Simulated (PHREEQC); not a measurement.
**Spent oxide etchant**

Dissolve 7.5 mmol/kgw NH4HF2, 3.1 mmol/kgw H2SiF6 and 19 mmol/kgw H3BO3 at 25 °C. It is in equilibrium with CO2 at log p = -3.4 (atm). Otherwise closed; pH follows from the charge balance.

Computed with PHREEQC (ion-association model, phreeqc.dat).

Precipitation was switched off in this run.

Question: What pH does the model give?

Answer: pH 2.66.

Question: In which forms is B present?

Answer: H3BO3 74 %, BF4- 20 %, BF3OH- 3.8 %, BF2(OH)2- 2.7 % of the B.

The solution is supersaturated, for example in Quartz (slow to form), Chalcedony (slow to form), so a real one may precipitate; this is no full list. SiF6-2 is the database's only silicon fluoride. Real BF4- forms and hydrolyses slowly; the run takes it at equilibrium.
